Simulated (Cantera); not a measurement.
# Thermodynamics of silicon etching in halogen gases, feed Si + NF3

A closed system holds: 1 mol Si, 7.7 mol NF3, equilibrated at 44.0 Pa.

These are equilibrium values from Cantera (NASA tables, ideal gas, pure condensed phases), not measurements of a reactor. Candidate condensed phases: Si, Si3N4; 16 gas species. The numbers say what is thermodynamically allowed, not how fast it happens.

```json
[
 {"T (K)": "548", "log p F": "-6.73", "log p NF3": "-3.52", "log p F2": "-4.41", "log p N2": "-4.32", "log p SiF4": "-4.29", "log p NF2": "-12.43"},
 {"T (K)": "623", "log p F": "-5.46", "log p NF3": "-3.90", "log p F2": "-3.74", "log p N2": "-4.06", "log p SiF4": "-4.41", "log p NF2": "-11.24"},
 {"T (K)": "698", "log p F": "-4.65", "log p NF3": "-4.80", "log p F2": "-3.59", "log p N2": "-3.95", "log p SiF4": "-4.51", "log p NF2": "-10.73"},
 {"T (K)": "773", "log p F": "-4.09", "log p NF3": "-5.86", "log p F2": "-3.65", "log p N2": "-3.97", "log p SiF4": "-4.56", "log p NF2": "-10.55"},
 {"T (K)": "848", "log p F": "-3.72", "log p NF3": "-7.01", "log p F2": "-3.88", "log p N2": "-4.04", "log p SiF4": "-4.62", "log p NF2": "-10.61"},
 {"T (K)": "923", "log p F": "-3.53", "log p NF3": "-8.37", "log p F2": "-4.33", "log p N2": "-4.11", "log p SiF4": "-4.69", "log p NF2": "-10.92"},
 {"T (K)": "998", "log p F": "-3.47", "log p NF3": "-9.82", "log p F2": "-4.91", "log p N2": "-4.14", "log p SiF4": "-4.72", "log p NF2": "-11.37"}
]
```
log p: log10 of the partial pressure in bar; nothing condenses.

From 548 K to 998 K nothing is condensed. The main Si-bearing gas is SiF4 throughout.
